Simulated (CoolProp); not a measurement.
A simple Rankine cycle with water: condensing at 292.15 K, boiler at 10.1 MPa, turbine inlet 589.9 K, turbine efficiency 0.8, pump efficiency 0.8, no recuperator. Each further row changes one setting.

Model: reference Helmholtz-energy equation of state, Wagner 2002, in CoolProp.

```
case                             thermal efficiency (%)  net work (kJ/kg)  heat in (kJ/kg)  turbine exit temperature (K)  volume ratio over the turbine
-------------------------------  ----------------------  ----------------  ---------------  ----------------------------  -----------------------------
as stated                                          32.7               871             2670                         292.1                           2420
turbine inlet 609.9 K                              33.0               914             2770                         292.1                           2220
condensing temperature 284.15 K                    33.6               906             2700                         284.1                           3900
boiler pressure 7.07 MPa                           32.1               905             2810                         292.1                           1530
turbine efficiency 0.7                             28.5               760             2670                         292.1                           2560
```

The expansion ends wet for: as stated; turbine inlet 609.9 K; condensing temperature 284.15 K; boiler pressure 7.07 MPa; turbine efficiency 0.7.
